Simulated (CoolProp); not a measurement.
Vapour pressure (MPa) of dimethyl carbonate: the reference equation beside estimates from Tc = 283.9 °C, pc = 4.909 MPa, ω = 0.346.

Computed with CoolProp (reference Helmholtz-energy equation of state, Zhou 2011).

| T (°C) | reference | Lee-Kesler | van der Waals | Redlich-Kwong | Soave-Redlich-Kwong | Peng-Robinson |
|---|---|---|---|---|---|---|
| 15.05 | 0.004268 | 0.003883 | 0.1714 | 0.01760 | 0.003984 | 0.004298 |
| 32.85 | 0.01073 | 0.009958 | 0.2514 | 0.03736 | 0.01015 | 0.01071 |
| 50.65 | 0.02391 | 0.02262 | 0.3544 | 0.07155 | 0.02290 | 0.02375 |
| 68.45 | 0.04821 | 0.04643 | 0.4833 | 0.1260 | 0.04675 | 0.04783 |
| 86.25 | 0.08947 | 0.08757 | 0.6408 | 0.2074 | 0.08781 | 0.08885 |
| 104.05 | 0.1550 | 0.1538 | 0.8293 | 0.3225 | 0.1538 | 0.1543 |
| 121.85 | 0.2533 | 0.2541 | 1.051 | 0.4785 | 0.2539 | 0.2531 |
| 139.65 | 0.3943 | 0.3989 | 1.308 | 0.6825 | 0.3988 | 0.3957 |
| 157.45 | 0.5890 | 0.5992 | 1.603 | 0.9414 | 0.6004 | 0.5939 |
| 175.15 | 0.8477 | 0.8653 | 1.935 | 1.260 | 0.8699 | 0.8588 |
| 192.95 | 1.187 | 1.213 | 2.310 | 1.648 | 1.224 | 1.208 |
| 210.75 | 1.621 | 1.657 | 2.726 | 2.111 | 1.677 | 1.655 |
| 228.55 | 2.167 | 2.212 | 3.187 | 2.653 | 2.243 | 2.217 |

Absolute difference from the reference over all 13 rows, mean and median: Lee-Kesler 3.1 and 2.1 %, van der Waals 811.7 and 314.9 %, Redlich-Kwong 117.2 and 88.9 %, Soave-Redlich-Kwong 2.9 and 3.0 %, Peng-Robinson 0.9 and 0.7 %.
